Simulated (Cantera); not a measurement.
An adiabatic, constant-pressure homogeneous reactor starts with CO : H2 : CH4 : O2 : N2 = 1 : 0.86 : 1.4 : 12 : 45.2 (molar parts), equivalence ratio 0.31, at 1800 K and 101000 Pa. Integrator tolerance rtol = 1e-08.

Cantera simulation using GRI-Mech 3.0 (53 species, 325 reactions); the numbers are that mechanism's predictions, not measurements.

Task: What does this change do: pressure from 101000 Pa to 430000 Pa?

Result: 
| quantity | before | after |
|---|---|---|
| time of steepest temperature rise | 40.6 µs | 10.8 µs |
| temperature at 2.00 s | 2402 K | 2427 K |
| equilibrium temperature | 2402 K | 2427 K |
| x(CO) at 2.00 s | 0.00226 (gas-phase equilibrium 0.00226) | 0.00130 (gas-phase equilibrium 0.00130) |
| x(H2) at 2.00 s | 0.000576 (gas-phase equilibrium 0.000576) | 0.000325 (gas-phase equilibrium 0.000325) |
| x(CH4) at 2.00 s | <1e-12 (gas-phase equilibrium <1e-12) | <1e-12 (gas-phase equilibrium <1e-12) |
| x(OH) at 2.00 s | 0.00702 (gas-phase equilibrium 0.00702) | 0.00539 (gas-phase equilibrium 0.00539) |
| x(CH2O) at 2.00 s | <1e-12 (gas-phase equilibrium <1e-12) | <1e-12 (gas-phase equilibrium <1e-12) |
